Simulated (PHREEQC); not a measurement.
## Buffer: speciation

Consider water at 25 °C with 0.0074 mol NH4Cl and 0.0072 mol Na2HPO4 per kg of water. Closed to the air; pH follows from the charge balance.

The numbers come from PHREEQC with the ion-association model, phreeqc.dat.

No solid was allowed to form.

### Question
Estimate the pH, specific conductance, ionic strength.

### Answer
pH 8.15; specific conductance 2170 µS/cm; ionic strength 0.0279 mol/kgw.

### Question
In which forms is P present?

### Answer
HPO4-2 92 %, H2PO4- 6.6 %, NaHPO4- 1.4 % of the P.

Species that the database lacks are ignored.
